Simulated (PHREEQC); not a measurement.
## Alkaline etch or developer

Dissolve 2.1e-05 mol/kgw LiOH, 9.5e-08 mol/kgw H4SiO4 and 8.8e-06 mol/kgw K2CO3 at 25 °C. Closed to the air; pH follows from the charge balance.

The numbers come from PHREEQC with the Pitzer model, pitzer.dat.

```json
{
  "pH": "9.45",
  "ionic_strength": "3.96e-5 mol/kgw",
  "osmotic_coefficient": "0.997",
  "total_alkalinity": "0.0386 meq/kg"
}
```

| species | molality | activity | log γ |
|---|---|---|---|
| OH- | 2.88e-5 | 2.85e-5 | -0.003 |
| Li+ | 2.10e-5 | 2.08e-5 | -0.003 |
| K+ | 1.76e-5 | 1.75e-5 | -0.003 |
| HCO3- | 7.77e-6 | 7.71e-6 | -0.003 |
| CO3-2 | 1.03e-6 | 9.96e-7 | -0.013 |
| H4SiO4 | 6.70e-8 | 6.70e-8 | 0.000 |
| H3SiO4- | 2.80e-8 | 2.78e-8 | -0.003 |
| CO2 | 6.00e-9 | 6.00e-9 | 0.000 |

This is a speciation only: nothing precipitates in the calculation.
